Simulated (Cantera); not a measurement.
A freely propagating, adiabatic, planar premixed flame of CH4 : C2H6 : O2 : N2 = 1 : 0.085 : 3.38 : 14.5 (molar parts), equivalence ratio 0.68, unburnt at 625 K and 100.0 Torr; unity-Lewis-number transport, grid criteria slope 0.08 and curve 0.16, no radiation.

Detailed kinetics in Cantera: GRI-Mech 3.0 (53 species, 325 reactions). Unity Lewis numbers drop preferential diffusion, which matters most where H2 and H carry the flame. Burning velocities carry a grid error of a few per cent, more on coarse grids.

x: mole fraction of selected species; z is measured from the peak of heat release.

| z (mm) | T (K) | u (m/s) | x CH4 | x C2H6 | x O2 | x CH3 | x HCN | x NO |
|---|---|---|---|---|---|---|---|---|
| -8.52 | 626 | 0.922 | 0.0527 | 0.00448 | 0.178 | ? | <1e-8 | <1e-8 |
| -5.68 | 629 | 0.927 | 0.0525 | 0.00446 | 0.178 | ? | <1e-8 | <1e-8 |
| -4.26 | 638 | 0.941 | 0.0520 | 0.00441 | 0.177 | ? | <1e-8 | 1.56e-8 |
| -2.84 | 682 | 1.01 | 0.0496 | 0.00419 | 0.173 | ? | 1.52e-8 | 7.14e-8 |
| -1.42 | 908 | 1.35 | 0.0371 | 0.00298 | 0.150 | ? | 7.76e-8 | 4.15e-7 |
| -0.710 | 1178 | 1.77 | 0.0214 | 0.00138 | 0.122 | ? | 1.59e-7 | 8.81e-7 |
| 0 | 1473 | 2.23 | 0.00484 | 9.01e-5 | 0.0871 | ? | 2.55e-7 | 1.62e-6 |
| 0.710 | 1577 | 2.39 | 0.000291 | 2.98e-7 | 0.0701 | ? | 1.52e-7 | 2.43e-6 |
| 1.42 | 1605 | 2.43 | 9.64e-6 | <1e-8 | 0.0653 | ? | 4.92e-8 | 3.09e-6 |
| 2.84 | 1642 | 2.48 | 2.35e-8 | <1e-8 | 0.0622 | <1e-8 | <1e-8 | 4.21e-6 |
| 5.68 | 1694 | 2.55 | <1e-8 | <1e-8 | 0.0603 | <1e-8 | <1e-8 | 6.01e-6 |
| 11.4 | 1757 | 2.63 | <1e-8 | <1e-8 | 0.0592 | <1e-8 | <1e-8 | 8.55e-6 |
| 22.7 | 1821 | 2.72 | <1e-8 | <1e-8 | 0.0582 | <1e-8 | <1e-8 | 1.20e-5 |

**Question.** Complete the blanks.

**Answer.** 
- -8.52, x CH3: 4.81e-8
- -5.68, x CH3: 3.88e-7
- -4.26, x CH3: 1.46e-6
- -2.84, x CH3: 9.82e-6
- -1.42, x CH3: 0.000198
- -0.710, x CH3: 0.000871
- 0, x CH3: 0.000611
- 0.710, x CH3: 3.88e-5
- 1.42, x CH3: 1.31e-6
